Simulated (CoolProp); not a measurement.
Model: reference Helmholtz-energy equation of state, Lemmon and Jacobsen 2000, in CoolProp.

Problem. Give the vapour pressure (bar), enthalpy of vaporisation (kJ/kg), liquid cp (kJ/(kg K)) of saturated R143a at 264.2, 284.5, 294.7 K.

Solution. 
```csv
T (K),p (bar),enthalpy of vaporisation (kJ/kg),liquid cp (kJ/(kg K))
264.2,4.64,196,1.45
284.5,8.69,176,1.56
294.7,11.5,164,1.64
```
